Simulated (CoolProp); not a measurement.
Computed with CoolProp (reference Helmholtz-energy equation of state, Lemmon 2005).

Question: Give the vapour pressure (kPa), vapour density (kg/m³), surface tension (mN/m), liquid viscosity (µPa s) of saturated R125 at 281.7, 292.2, 302.6 K.

Answer: 
| T (K) | p (kPa) | vapour density (kg/m³) | surface tension (mN/m) | liquid viscosity (µPa s) |
|---|---|---|---|---|
| 281.7 | 871 | 55.0 | 5.84 | 180 |
| 292.2 | 1170 | 75.8 | 4.55 | 154 |
| 302.6 | 1550 | 103 | 3.34 | 131 |

Viscosity comes from a separate model (Huber 2006). Surface tension comes from a separate correlation (Mulero 2012).
